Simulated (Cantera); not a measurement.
A closed system holds: 1 mol CH3F, 0.072 mol H2, at 0.00900 Torr.

Equilibrium computed with Cantera from the NASA thermochemical tables; the gas is ideal and each condensed phase is pure. Candidate condensed phases: C, C6H6, C7H8, C8H18; 95 gas species. Rates play no part. All values below are at 1275 °C.

Base state: H2 0.513, HF 0.481, H 0.00636 (mole fractions); condensed: C(graphite).

Question: What changes in the equilibrium state with this change: pressure from 0.00900 Torr to 0.420 Torr?

Answer: 
```csv
species,before,after
H2,0.513,0.517
HF,0.481,0.482
H,0.00636,0.000935
"C(graphite), mol",1.000,1.000
```
